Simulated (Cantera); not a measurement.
Charge: 1 mol CuO, 0.96 mol CH4, 0.087 mol CO, equilibrated at 552 °C and 0.100 bar.

Cantera equilibrium calculation (NASA polynomials, part measured and part estimated; ideal gas, pure solids and liquids). Candidate condensed phases: C, C6H6, C7H8, C8H18, Cu, CuO, Cu(OH)2, Cu2O, H2O; 113 gas species. Kinetics and transport are ignored.

Base state: H2 0.613, CO 0.146, H2O 0.113, CO2 0.0954, CH4 0.0339 (mole fractions); condensed: C(graphite) + Cu(s).

What changes in the equilibrium state with this change: CuO replaced by PbO?


```tsv
species	before	after
H2	0.613	0.613
CO	0.146	0.146
H2O	0.113	0.113
CO2	0.0954	0.0954
CH4	0.0339	0.0339
C(graphite), mol	0.381	0.381
Cu(s), mol	1.00	0
Pb(l), mol	0	1.000
```
Further candidate phases: Pb, PbO, PbO2, Pb3O4.

What changes in the equilibrium state with this change: temperature from 552 °C to 775 °C?


```tsv
species	before	after
H2	0.613	0.637
CO	0.146	0.347
H2O	0.113	0.00888
CO2	0.0954	0.00573
CH4	0.0339	0.00110
C(graphite), mol	0.381	0
Cu(s), mol	1.00	1.00
```

What changes in the equilibrium state with this change: pressure from 0.100 bar to 0.510 bar?


```tsv
species	before	after
H2	0.613	0.485
H2O	0.113	0.221
CO2	0.0954	0.115
CO	0.146	0.0708
CH4	0.0339	0.108
C(graphite), mol	0.381	0.434
Cu(s), mol	1.00	1.00
```
